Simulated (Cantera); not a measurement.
A closed system holds: 1 mol Si₃N₄, 43 mol H₂, equilibrated at 1275 K and 2.18 Torr.

Equilibrium computed with Cantera from the NASA thermochemical tables; the gas is ideal and each condensed phase is pure. Candidate condensed phases: Si, Si₃N₄; 18 gas species. Mutual solubility and eutectic melting of coexisting phases are not modelled. Rates play no part.

Base state: H₂ 1.000, N₂ 8.76e-5, H 1.37e-5 (mole fractions); condensed: Si(s) + Si₃N₄(s).

Problem. What changes in the equilibrium state with this change: temperature from 1275 K to 1748.15 K?

Solution. 
```csv
species,before,after
H₂,1.000,0.951
N₂,8.76e-5,0.0443
H,1.37e-5,0.00414
Si,6.65e-9,0.000503
SiH,3.42e-9,3.51e-5
SiH₂,4.93e-8,1.95e-5
"Si(s), mol",0.00565,0
"Si₃N₄(s), mol",0.998,0
"Si(l), mol",0,2.97
```
Gases not in the tables: Si₂H₆ and higher silanes.
